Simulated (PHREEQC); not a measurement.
PHREEQC input (ion-association model, wateq4f.dat):

```
SOLUTION_MASTER_SPECIES
  An  An-  0  An  62.0  # stands for a non-complexing anion
SOLUTION_SPECIES
  An- = An-
    -log_k 0
    -gamma 3.0 0
PHASES
  Fix_H+
    H+ = H+
    -log_k 0
SOLUTION 1
  temp 25
  units mmol/kgw
  pH 7 charge
  Na 5
  An 5
END
SELECTED_OUTPUT 1
  -reset false
  -pH true
  -pe true
  -ionic_strength true
  -water true
  -totals Na
  -molalities Hfo_wOH Hfo_wOH2+ Hfo_wO- Hfo_sOH Hfo_sOH2+ Hfo_sO-
USER_PUNCH 1
  -headings sigma psi
  10 PUNCH EDL("sigma", "Hfo"), EDL("psi", "Hfo")
PRINT
  -reset false
USE solution 1
SURFACE 1
  Hfo_wOH 2.24719e-05 600 0.01
  Hfo_sOH 5.61798e-07
EQUILIBRIUM_PHASES 1
  Fix_H+ -4 HAn 10
    -force_equality true
  O2(g) -0.68 10
END
# ... the last block is repeated for the other 16 points of pH, with NaOH or the acid as the point needs
```

Selected output (columns that matter, 15 of 17 rows; pH added in front):

```
pH	mu	Na	m_Hfo_wOH	m_Hfo_wOH2+	m_Hfo_wO-	m_Hfo_sOH	m_Hfo_sOH2+	m_Hfo_sO-	sigma	psi
4	0.0051128	0.005	1.0936e-05	1.1293e-05	2.426e-07	2.734e-07	2.8233e-07	6.0651e-09	0.18216	0.1938
4.38	0.0050491	0.005	1.299e-05	9.0545e-06	4.2696e-07	3.2476e-07	2.2636e-07	1.0674e-08	0.14222	0.18142
4.75	0.0050224	0.005	1.4524e-05	7.2846e-06	6.6338e-07	3.631e-07	1.8212e-07	1.6585e-08	0.10915	0.16798
5.12	0.0050107	0.005	1.5616e-05	5.9114e-06	9.4499e-07	3.9039e-07	1.4778e-07	2.3625e-08	0.081867	0.15332
5.88	0.0050027	0.005	1.6786e-05	4.1187e-06	1.5672e-06	4.1965e-07	1.0297e-07	3.918e-08	0.04206	0.11951
6.25	0.0050015	0.005	1.7022e-05	3.6119e-06	1.8378e-06	4.2556e-07	9.0297e-08	4.5945e-08	0.029245	0.10135
6.62	0.0050009	0.005	1.7145e-05	3.2617e-06	2.0647e-06	4.2864e-07	8.1543e-08	5.1617e-08	0.019732	0.082268
7	0.0050005	0.005	1.7207e-05	3.0144e-06	2.2503e-06	4.3018e-07	7.5359e-08	5.6256e-08	0.012596	0.061908
7.38	0.0050003	0.005	1.7236e-05	2.8409e-06	2.3955e-06	4.3089e-07	7.1023e-08	5.9886e-08	0.0073434	0.040993
7.75	0.0050005	0.0050004	1.7247e-05	2.7144e-06	2.5105e-06	4.3118e-07	6.7861e-08	6.2761e-08	0.0033623	0.020293
8.12	0.0050014	0.0050014	1.725e-05	2.6081e-06	2.6137e-06	4.3125e-07	6.5204e-08	6.5342e-08	-9.1131e-05	-0.00056436
8.88	0.0050084	0.0050087	1.7233e-05	2.3815e-06	2.8569e-06	4.3084e-07	5.9539e-08	7.1422e-08	-0.0078353	-0.043213
9.25	0.0050196	0.00502	1.7204e-05	2.2366e-06	3.0315e-06	4.3009e-07	5.5915e-08	7.5788e-08	-0.013104	-0.063531
9.62	0.0050457	0.0050463	1.714e-05	2.0516e-06	3.2804e-06	4.285e-07	5.129e-08	8.2009e-08	-0.020255	-0.083297
10	0.0051091	0.0051101	1.7004e-05	1.8113e-06	3.6569e-06	4.2509e-07	4.5282e-08	9.1422e-08	-0.030423	-0.10278
```
